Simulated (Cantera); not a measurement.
Cantera run:

```python
import numpy as np
import cantera as ct

gas_names = [...]  # 154 gases of nasa_gas.yaml made of C, Fe, H, N, O, S
cond_names = """
    C(gr) C6H6(L) C7H8(L) C8H18(L),n-octa Fe(a) Fe(c) Fe(d) Fe(L) FeC5O5(L) FeO(s) FeO(L) Fe(OH)2(s)
    Fe(OH)3(s) FeS(a) FeS(b) FeS(c) FeS(L) FeSO4(s) FeS2(s) Fe2O3(s) Fe2S3O12(s) Fe3O4(s) H2O(s) H2O(L)
    H2SO4(L) S(cr1) S(cr2) S(L)
""".split()


# ... load() reads the species with a 1 bar reference pressure and builds the phases ...
atoms = {
    'Fe2O3': {'Fe': 2, 'O': 3},
    'H2S': {'H': 2, 'S': 1},
    'N2': {'N': 2},
    'CH4': {'C': 1, 'H': 4},
}
top_T = {'C(gr)': 4500, 'FeSO4(s)': 950, 'FeS2(s)': 1010, 'Fe2O3(s)': 1830, 'Fe2S3O12(s)': 1100, 'Fe3O4(s)': 1870}  # K; cautious upper limits of use, not melting points


# ... equilibrate(T, P, feed) seeds the gas with the atoms and calls Mixture.equilibrate('TP', solver="vcs", rtol=1e-11, max_steps=5000) ...
results = []
feed = {'Fe2O3': 1, 'H2S': 1.1, 'N2': 7.2, 'CH4': 0.0019}  # mol
P = 10000  # Pa
for T in [1175, 1200, 1225, 1250, 1275, 1300, 1325]:
    mix = equilibrate(T, P, feed)
    results.append((T, P, feed, dict(zip(mix.species_names, mix.species_moles))))
    x = sorted(zip(gas.X, gas.species_names), reverse=True)
    print(f"T = {T:g} K  P = {P:g} Pa  gas = {mix.phase_moles(0):.4g} mol")
    print("   x: " + "  ".join(f"{s} {v:.3e}" for v, s in x if v > 0.001))
    print("   condensed (mol): " + ("  ".join(f"{mix.phase(i).name} {mix.phase_moles(i):.4g}"
          for i in range(1, mix.n_phases) if mix.phase_moles(i) > 1e-12) or "none"))
```

Result:

```
T = 1175 K  P = 10000 Pa  gas = 8.528 mol
   x: N2 8.443e-01  H2O 1.238e-01  SO2 2.216e-02  S2 3.757e-03  H2 3.685e-03  H2S 1.932e-03
   condensed (mol): FeS(c) 0.8289  Fe3O4(s) 0.3904
T = 1200 K  P = 10000 Pa  gas = 8.53 mol
   x: N2 8.441e-01  H2O 1.231e-01  SO2 2.208e-02  H2 4.333e-03  S2 4.077e-03  H2S 1.951e-03
   condensed (mol): FeS(c) 0.8237  Fe3O4(s) 0.3921
T = 1225 K  P = 10000 Pa  gas = 8.642 mol
   x: N2 8.332e-01  H2O 1.212e-01  SO2 3.263e-02  S2 6.045e-03  H2 4.453e-03  H2S 2.030e-03
   condensed (mol): FeO(s) 1.079  FeS(c) 0.693  Fe3O4(s) 0.07587
T = 1250 K  P = 10000 Pa  gas = 8.674 mol
   x: N2 8.301e-01  H2O 1.199e-01  SO2 3.463e-02  S2 7.506e-03  H2 5.161e-03  H2S 2.195e-03
   condensed (mol): FeO(s) 1.353  FeS(c) 0.6466
T = 1275 K  P = 10000 Pa  gas = 8.68 mol
   x: N2 8.295e-01  H2O 1.187e-01  SO2 3.402e-02  S2 8.789e-03  H2 6.102e-03  H2S 2.367e-03
   condensed (mol): FeO(s) 1.373  FeS(c) 0.6271
T = 1300 K  P = 10000 Pa  gas = 8.688 mol
   x: N2 8.288e-01  H2O 1.173e-01  SO2 3.335e-02  S2 1.021e-02  H2 7.163e-03  H2S 2.542e-03
   condensed (mol): FeO(s) 1.394  FeS(c) 0.6056
T = 1325 K  P = 10000 Pa  gas = 8.696 mol
   x: N2 8.280e-01  H2O 1.158e-01  SO2 3.262e-02  S2 1.176e-02  H2 8.354e-03  H2S 2.717e-03
   condensed (mol): FeO(s) 1.418  FeS(c) 0.582
```

Method: chemical equilibrium by Gibbs-energy minimisation in Cantera with the NASA 1993 tables (ideal gas, pure condensed phases). Metal and sulfide melt together well below either melting point, which pure phases cannot show. Mutual solubility and eutectic melting of coexisting phases are not modelled. The tables' stoichiometric FeO is somewhat more stable than real wüstite, so its field is too wide. FeO, FeS: taken at fixed stoichiometry. Gases not in the tables: S3 to S7.
